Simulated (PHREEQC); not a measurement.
1.8 g of hydrous ferric oxide (600 m²/g; 0.2 weak and 0.005 strong sites per Fe, Dzombak-Morel constants, diffuse double layer) in 1 kg of water with 0.001 mol/kgw of an inert sodium salt and 3.6 mmol/kgw ZnSO4, at 25 °C; the pH is set by adding NaOH or the inert anion's acid. O2 is buffered at 0.21 atm. CO2 from the air is kept out. Nothing may precipitate in this run.

Base run: PHREEQC, ion-association model, wateq4f.dat. Each further column changes one thing. The table gives Zn sorbed (%).

```
pH  base  no electrostatic term (-no_edl)  background salt from 0.001 to 0.0001 mol/kgw  oxide from 1.8 to 9 g/kgw
--  ----  -------------------------------  --------------------------------------------  -------------------------
4    0.3                                …                                           0.3                        1.2
5    3.2                                …                                           3.2                       14.8
6   27.9                             41.6                                          28.0                          …
7   66.3                             93.2                                          66.3                          …
8   73.0                             99.5                                          73.0                      100.0
9   65.3                                …                                          65.2                      100.0
10  58.1                                …                                          58.1                      100.0
11  55.4                                …                                          55.5                      100.0
12  45.8                              0.9                                          46.0                       99.5
```

Problem. Complete the blanks.

Solution. 
- 4, no electrostatic term (-no_edl): 0.2
- 5, no electrostatic term (-no_edl): 3.5
- 6, oxide from 1.8 to 9 g/kgw: 71.9
- 7, oxide from 1.8 to 9 g/kgw: 99.2
- 9, no electrostatic term (-no_edl): 99.4
- 10, no electrostatic term (-no_edl): 86.6
- 11, no electrostatic term (-no_edl): 17.4

In at least one series the solution becomes supersaturated in solids that the run did not let form, among them Zn(OH)2-e, Zn4(OH)6SO4.
